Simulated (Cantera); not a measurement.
A Cantera script and its output.

```python
import numpy as np
import cantera as ct

gas = ct.Solution("gri30.yaml", transport_model="multicomponent")
show = ['C2H2', 'OH', 'CH3']

rows = []
print(f"{'T/K':>7s}{'rho':>11s}{'cp':>10s}{'mu':>11s}{'lambda':>11s}{'Pr':>7s}" + "".join(f"{'D_' + s:>11s}" for s in show))
for T in [400, 550, 700, 850, 1000, 1150]:
    gas.TPX = T, 140000, {'NH3': 0.2, 'CH4': 0.29, 'CH3OH': 0.14, 'N2': 0.83}
    Pr = gas.cp_mass * gas.viscosity / gas.thermal_conductivity
    D = [gas.mix_diff_coeffs_mole[gas.species_index(s)] for s in show]
    rows.append([gas.density, gas.cp_mass, gas.viscosity, gas.thermal_conductivity, Pr, *D])
    print(f"{T:7g}{gas.density:11.4e}{gas.cp_mass:10.1f}{gas.viscosity:11.4e}"
          f"{gas.thermal_conductivity:11.4e}{Pr:7.3f}" + "".join(f"{d:11.4e}" for d in D))
print("SI units: kg/m3, J/kg/K, Pa s, W/m/K, m2/s")
```

Result:

```
    T/K        rho        cp         mu     lambda     Pr     D_C2H2       D_OH      D_CH3
    400 1.0321e+00    1425.2 1.8640e-05 3.7747e-02  0.704 1.9944e-05 3.7827e-05 2.6622e-05
    550 7.5061e-01    1586.5 2.3897e-05 5.3873e-02  0.704 3.5378e-05 6.5627e-05 4.6771e-05
    700 5.8977e-01    1747.3 2.8624e-05 7.0948e-02  0.705 5.4034e-05 9.8956e-05 7.1023e-05
    850 4.8569e-01    1890.6 3.2958e-05 8.8264e-02  0.706 7.5592e-05 1.3733e-04 9.8992e-05
   1000 4.1284e-01    2022.5 3.6990e-05 1.0583e-01  0.707 9.9826e-05 1.8039e-04 1.3040e-04
   1150 3.5899e-01    2129.4 4.0782e-05 1.2275e-01  0.707 1.2657e-04 2.2787e-04 1.6505e-04
SI units: kg/m3, J/kg/K, Pa s, W/m/K, m2/s
```

Detailed kinetics in Cantera: GRI-Mech 3.0 (53 species, 325 reactions). Polar gases are described roughly by these parameters. The composition is frozen, though it would react at the higher temperatures.
